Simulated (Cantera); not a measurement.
## Equilibrium for carbothermic reduction: PbO + C + N2

Feed: 1 mol PbO, a varied amount of C, 0.35 mol N2, equilibrated at 7.70 bar.

Equilibrium computed with Cantera from the NASA thermochemical tables; the gas is ideal and each condensed phase is pure. Candidate condensed phases: C, Pb, PbO, PbO2, Pb3O4; 27 gas species. Each liquid is taken as pure. Mutual solubility and eutectic melting of coexisting phases are not modelled. Equilibrium is a limit: real reactors are often held back by kinetics, nucleation or transport.

**Question.** Map the stable condensed phases over T = 1048, 1148, 1248, 1348, 1448, 1548, 1648, 1748, 1848, 1948, 2048, 2148, 2248 K and n(C) in mol = 0.34, 0.45, 0.58, 0.76, 1, 1.3, 1.7, 2.2, 2.9, 3.8.

**Answer.** 
```
T in K \ n(C) in mol
         0.34 0.45 0.58 0.76    1  1.3  1.7  2.2  2.9  3.8
   2248     A    A    A    A    A    B    B    B    B    B
   2148     A    A    A    A    A    B    B    B    B    B
   2048     C    A    A    A    A    B    B    B    B    B
   1948     C    C    A    A    B    B    B    B    B    B
   1848     C    C    A    A    B    B    B    B    B    B
   1748     C    C    A    A    B    B    B    B    B    B
   1648     C    C    A    A    B    B    B    B    B    B
   1548     C    C    A    A    B    B    B    B    B    B
   1448     C    C    A    A    B    B    B    B    B    B
   1348     C    C    A    A    B    B    B    B    B    B
   1248     C    C    A    A    B    B    B    B    B    B
   1148     C    C    A    A    B    B    B    B    B    B
   1048     C    C    A    B    B    B    B    B    B    B
```
A: Pb; B: C + Pb; C: Pb + PbO.
